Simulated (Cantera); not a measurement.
## Ignition delay

Mixture: CH4 : O2 : N2 = 1 : 1 : 3.76 (molar parts), equivalence ratio 2.0, at 1.01 bar, adiabatic and at constant pressure. Ignition delay is the time to a rise of 400 K.

Cantera simulation using GRI-Mech 3.0 (53 species, 325 reactions); the numbers are that mechanism's predictions, not measurements.

```csv
T0 (K),delay (ms)
1125,204
1225,46.9
1325,12.4
1425,3.65
1525,1.21
1625,0.465
1725,0.206
1825,0.104
```

| Item | Value |
|---|---|
| apparent activation energy between 1625 and 1825 K | 180 kJ/mol |
